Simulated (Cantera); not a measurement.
**Premixed flame**

A freely propagating, adiabatic, planar premixed flame of CH4 : O2 : N2 : H2O = 1 : 1.82 : 6.84 : 0.65 (molar parts), equivalence ratio 1.1, unburnt at 648 K and 65000 Pa; mixture-averaged transport, grid criteria slope 0.08 and curve 0.16, no radiation.

Model: GRI-Mech 3.0 (53 species, 325 reactions), integrated in Cantera. Burning velocities carry a grid error of a few per cent, more on coarse grids.

```tsv
z (mm)	T (K)	u (m/s)	x CH4	x O2	x H2O	x O	x H2	x C2H2
-1.57	648	1.42	0.0969	0.176	0.0630	<1e-8	0.00122	<1e-8
-1.05	650	1.42	0.0965	0.176	0.0631	<1e-8	0.00369	4.72e-8
-0.784	656	1.44	0.0957	0.175	0.0639	<1e-8	0.00677	2.98e-7
-0.523	705	1.56	0.0916	0.171	0.0698	2.73e-7	0.0131	3.43e-6
-0.261	1053	2.37	0.0666	0.142	0.107	1.96e-5	0.0245	5.31e-5
-0.131	1438	3.27	0.0368	0.102	0.147	0.000150	0.0306	0.000169
0	1796	4.13	0.00909	0.0557	0.188	0.000813	0.0322	0.000306
0.131	1948	4.48	0.000783	0.0279	0.207	0.00229	0.0277	7.97e-5
0.261	1986	4.56	3.57e-5	0.0179	0.212	0.00320	0.0247	4.61e-6
0.523	2022	4.61	7.51e-8	0.0130	0.212	0.00327	0.0241	<1e-8
1.05	2067	4.70	<1e-8	0.0108	0.213	0.00277	0.0237	<1e-8
2.09	2124	4.81	<1e-8	0.00885	0.218	0.00208	0.0221	<1e-8
4.18	2187	4.93	<1e-8	0.00660	0.223	0.00137	0.0199	<1e-8
```
x: mole fraction of selected species; z is measured from the peak of heat release.

| Item | Result |
|---|---|
| laminar burning velocity | 141 cm/s |
| thermal thickness | 0.523 mm |
| peak x(O) | 0.00335 |
| peak x(H2) | 0.0326 |
| peak x(C2H2) | 0.000310 |
| grid points | 152 |
